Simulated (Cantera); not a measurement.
Input (Python, Cantera) and output of one run.

```python
import numpy as np
import cantera as ct

gas_names = [...]  # 110 gases of nasa_gas.yaml made of C, H, O
cond_names = """
    C(gr) C6H6(L) C7H8(L) C8H18(L),n-octa H2O(s) H2O(L)
""".split()


# ... load() reads the species with a 1 bar reference pressure and builds the phases ...
atoms = {
    'acetone': {'C': 3, 'H': 6, 'O': 1},
    'O2': {'O': 2},
    'H2': {'H': 2},
}
top_T = {'C(gr)': 4500}  # K; cautious upper limits of use, not melting points


# ... equilibrate(T, P, feed) seeds the gas with the atoms and calls Mixture.equilibrate('TP', solver="vcs", rtol=1e-11, max_steps=5000) ...
results = []
feed = {'acetone': 1, 'O2': 0.33, 'H2': 10}  # mol
for P in [10, 100, 1000, 10000, 100000, 1000000, 10000000]:
    for T in [675, 825, 975, 1125, 1275, 1425, 1575, 1725, 1875, 2025]:
        mix = equilibrate(T, P, feed)
        results.append((T, P, feed, dict(zip(mix.species_names, mix.species_moles))))

for T, P, feed, n in results:
    print(f"{T:7g} {P:10.4g}  " + (" + ".join(c for c in cond_names if n.get(c, 0) > 1e-12) or "gas only"))
```

Output:

```
    675         10  C(gr)
    825         10  C(gr)
    975         10  C(gr)
   1125         10  C(gr)
   1275         10  C(gr)
   1425         10  C(gr)
   1575         10  C(gr)
   1725         10  C(gr)
   1875         10  C(gr)
   2025         10  C(gr)
    675        100  C(gr)
    825        100  C(gr)
    975        100  C(gr)
   1125        100  C(gr)
   1275        100  C(gr)
   1425        100  C(gr)
   1575        100  C(gr)
   1725        100  C(gr)
   1875        100  C(gr)
   2025        100  C(gr)
    675       1000  C(gr)
    825       1000  C(gr)
    975       1000  C(gr)
   1125       1000  C(gr)
   1275       1000  C(gr)
   1425       1000  C(gr)
   1575       1000  C(gr)
   1725       1000  C(gr)
   1875       1000  C(gr)
   2025       1000  C(gr)
    675      1e+04  gas only
    825      1e+04  C(gr)
    975      1e+04  C(gr)
   1125      1e+04  C(gr)
   1275      1e+04  C(gr)
   1425      1e+04  C(gr)
   1575      1e+04  C(gr)
   1725      1e+04  C(gr)
   1875      1e+04  C(gr)
   2025      1e+04  C(gr)
    675      1e+05  gas only
    825      1e+05  gas only
    975      1e+05  C(gr)
   1125      1e+05  C(gr)
   1275      1e+05  C(gr)
   1425      1e+05  C(gr)
   1575      1e+05  C(gr)
   1725      1e+05  C(gr)
   1875      1e+05  C(gr)
   2025      1e+05  C(gr)
    675      1e+06  gas only
    825      1e+06  gas only
    975      1e+06  gas only
   1125      1e+06  C(gr)
   1275      1e+06  C(gr)
   1425      1e+06  C(gr)
   1575      1e+06  C(gr)
   1725      1e+06  C(gr)
   1875      1e+06  C(gr)
   2025      1e+06  C(gr)
    675      1e+07  gas only
    825      1e+07  gas only
    975      1e+07  gas only
   1125      1e+07  gas only
   1275      1e+07  gas only
   1425      1e+07  gas only
   1575      1e+07  C(gr)
   1725      1e+07  C(gr)
   1875      1e+07  C(gr)
   2025      1e+07  C(gr)
```

Cantera equilibrium calculation (NASA polynomials, part measured and part estimated; ideal gas, pure solids and liquids). The feed counts by its element totals alone. The ideal-gas law is rough above about 30 bar.
